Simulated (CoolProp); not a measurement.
Values from CoolProp's reference Helmholtz-energy equation of state, Schmidt 1985.

Question: For oxygen, give the phase and the Z, isothermal compressibility (1/MPa) at -169.75 °C and 7570 kPa.

Answer: 
- -169.75 °C and 7570 kPa: liquid; Z 0.258, isothermal compressibility 0.00246
